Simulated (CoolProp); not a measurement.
A single-stage vapour-compression cycle with R1132(E): evaporating at 272.15 K (dew point), condensing at 340.15 K (bubble point), superheat 8 K, subcooling 2 K, compressor efficiency 0.75, no pressure losses. Each further row changes one setting.

Values from CoolProp's reference Helmholtz-energy equation of state, Akasaka 2024.

| case | cooling COP | pressure ratio | discharge temperature (K) | refrigerating effect (kJ/kg) | volumetric capacity (kJ/m³) |
|---|---|---|---|---|---|
| as stated | 1.65 | 5.47 | 385.4 | 127 | 3150 |
| evaporating temperature 277.15 K | 1.87 | 4.70 | 382.0 | 129 | 3740 |
| condensing temperature 335.15 K | 1.95 | 4.94 | 378.3 | 140 | 3470 |
| subcooling 7 K | 1.85 | 5.47 | 385.4 | 141 | 3510 |
| superheat 18 K | 1.69 | 5.47 | 396.0 | 137 | 3240 |
| compressor efficiency 0.65 | 1.43 | 5.47 | 393.5 | 127 | 3150 |
